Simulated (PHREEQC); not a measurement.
## Nickel, zinc or cadmium bath: an equilibrium model

Solution (70 °C): 140 mmol/kgw ZnCl2, 7.1 mmol/kgw NaCl and 160 mmol/kgw FeSO4. Closed to the air; pH follows from the charge balance.

Computed with PHREEQC (ion-association model, phreeqc.dat).

Precipitation was switched off in this run.

Problem. What pH does the model give?

Solution. pH 5.03.

Problem. In which forms is Cl present?

Solution. Cl- 80 %, ZnCl+ 13 %, ZnCl2 2.5 %, FeCl+ 1.9 %, ZnCl3- 1.4 %, ZnCl4-2 0.6 % of the Cl.

Complexes and solids missing from the database can't appear. Constants without temperature data keep their 25 °C values here.
